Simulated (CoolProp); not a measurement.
Vapour-liquid equilibrium of ethanol (1) + o-xylene (2) at 459 kPa; x and y are mole fractions of (1).

Model: multi-fluid Helmholtz-energy mixture model, Schroeder 2014 and Zhou 2012; pair parameters Bell 2016, in CoolProp.

| x | bubble temperature, mixture model (°C) | bubble temperature, Raoult's law (°C) | y, mixture model | y, Raoult's law |
|---|---|---|---|---|
| 0.05 | 179.8 | 196.4 | 0.475 | 0.302 |
| 0.2 | 145.9 | 168.9 | 0.782 | 0.675 |
| 0.35 | 136.6 | 153.5 | 0.843 | 0.818 |
| 0.5 | 132.4 | 143.0 | 0.871 | 0.893 |
| 0.65 | 129.4 | 135.2 | 0.896 | 0.940 |
| 0.8 | 126.4 | 129.0 | 0.929 | 0.971 |
| 0.95 | 123.4 | 123.9 | 0.978 | 0.994 |

The largest gap from Raoult's law is -23.0 K in bubble temperature, at x = 0.2. No azeotrope shows between x = 0.05 and 0.95.

Pair parameters are fitted to limited data, so mixtures are less certain than the pure fluids. With so large a gap from Raoult's law the liquid may split in two, which this calculation doesn't test in full.
